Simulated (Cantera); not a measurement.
An adiabatic, constant-volume homogeneous reactor starts with CH₄ : O₂ : N₂ = 1 : 4.26 : 34.5 (molar parts), at 1575 K and 3.30 bar. Integrator tolerance rtol = 1e-08.

Model: GRI-Mech 3.0 (53 species, 325 reactions), integrated in Cantera.

Task: What does this change do: pressure from 3.30 bar to 4.20 bar?

Result: 
```tsv
quantity	before	after
time of steepest temperature rise	0.319 ms	0.265 ms
temperature at 0.900 s	2235 K	2236 K
equilibrium temperature	2235 K	2236 K
x(CH₄) at 0.900 s	<1e-12 (gas-phase equilibrium <1e-12)	<1e-12 (gas-phase equilibrium <1e-12)
x(O₂) at 0.900 s	0.0528 (gas-phase equilibrium 0.0528)	0.0528 (gas-phase equilibrium 0.0528)
x(NO) at 0.900 s	0.00719 (gas-phase equilibrium 0.00719)	0.00721 (gas-phase equilibrium 0.00721)
x(N₂O) at 0.900 s	9.05e-7 (gas-phase equilibrium 9.05e-7)	1.02e-6 (gas-phase equilibrium 1.02e-6)
x(C₂H₆) at 0.900 s	<1e-12 (gas-phase equilibrium <1e-12)	<1e-12 (gas-phase equilibrium <1e-12)
```
